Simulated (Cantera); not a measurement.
Feed: 1 mol Si, 1.4 mol NF₃, 10 mol H₂, equilibrated at 0.100 bar.

Method: chemical equilibrium by Gibbs-energy minimisation in Cantera with the NASA 1993 tables (ideal gas, pure condensed phases). Candidate condensed phases: Si, Si₃N₄; 37 gas species. The tables' values for SiF₃, SiF₂ are old estimates; treat these amounts as uncertain. Kinetics and transport are ignored.

log p: log10 of the partial pressure in bar; nothing condenses.

| T (K) | log p H₂ | log p SiF₄ | log p N₂ | log p HF | log p SiF₃ | log p SiHF₃ |
|---|---|---|---|---|---|---|
| 748 | -1.08 | -2.07 | -2.23 | -2.77 | -12.19 | ___ |
| 848 | -1.08 | -2.07 | -2.23 | -2.77 | -10.09 | ___ |
| 948 | -1.08 | -2.07 | -2.23 | -2.77 | -8.44 | ___ |
| 1048 | -1.08 | -2.07 | -2.23 | -2.77 | -7.11 | ___ |
| 1148 | -1.08 | -2.07 | -2.23 | -2.77 | -6.01 | ___ |
| 1248 | -1.08 | -2.07 | -2.23 | -2.76 | -5.10 | ___ |
| 1348 | -1.08 | -2.08 | -2.23 | -2.75 | -4.34 | ___ |
| 1448 | -1.08 | -2.09 | -2.23 | -2.70 | -3.73 | ___ |
| 1548 | -1.08 | -2.11 | -2.23 | -2.61 | -3.26 | ___ |
| 1648 | -1.08 | -2.16 | -2.23 | -2.49 | -2.93 | ___ |

Question: Some entries are withheld; supply them.

Answer: 
- 748, log p SiHF₃: -8.45
- 848, log p SiHF₃: -7.32
- 948, log p SiHF₃: -6.43
- 1048, log p SiHF₃: -5.72
- 1148, log p SiHF₃: -5.13
- 1248, log p SiHF₃: -4.64
- 1348, log p SiHF₃: -4.25
- 1448, log p SiHF₃: -3.94
- 1548, log p SiHF₃: -3.75
- 1648, log p SiHF₃: -3.65
